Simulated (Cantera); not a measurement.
Input: 1 mol AlN, 1.1 mol H₂O, 2.6 mol N₂, held at 1623 K and 0.353 Torr.

Cantera equilibrium calculation (NASA polynomials, part measured and part estimated; ideal gas, pure solids and liquids). Candidate condensed phases: Al, AlN, Al₂O₃, H₂O; 35 gas species. Mutual solubility and eutectic melting of coexisting phases are not modelled. The numbers say what is thermodynamically allowed, not how fast it happens.

Problem. What is the equilibrium state?

Solution. 
```
Quantity                              Value
--------------------------------  ---------
x(N₂)                                 0.729
x(H₂)                                 0.269
x(H)                                0.00165
x(Al)                              0.000340
x(Al₂O)                             4.41e-5
x(AlH)                              2.96e-6
n(AlN(s))                         0.265 mol
n(Al₂O₃(s))                       0.367 mol
gas amount                        4.072 mol
log10 activity of Al(l) (absent)      -2.73
```
